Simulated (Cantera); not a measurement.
Input: 1 mol PH3, 0.89 mol H2O, 0.053 mol O2, at 15.8 Torr.

These are equilibrium values from Cantera (NASA tables, ideal gas, pure condensed phases), not measurements of a reactor. Candidate condensed phases: H2O, P, P4O10; 17 gas species. Gases not in the tables: HPO2, HPO3 and P4O6. Rates play no part. All values below are at 1775 °C.

Base state: H2 0.645, PO 0.156, H2O 0.0930, P2 0.0619, PO2 0.0306, H 0.0124, P 0.00101, OH 0.000195 (mole fractions); condensed: gas only.

Problem. What changes in the equilibrium state with this change: pressure from 15.8 Torr to 46.5 Torr?

Solution. 
```
species    before     after
-------  --------  --------
H2          0.645     0.634
PO          0.156     0.130
H2O        0.0930     0.118
P2         0.0619    0.0761
H          0.0124   0.00716
PO2        0.0306    0.0331
P         0.00101  0.000650
OH       0.000195  0.000146
PH       0.000151  0.000166
```
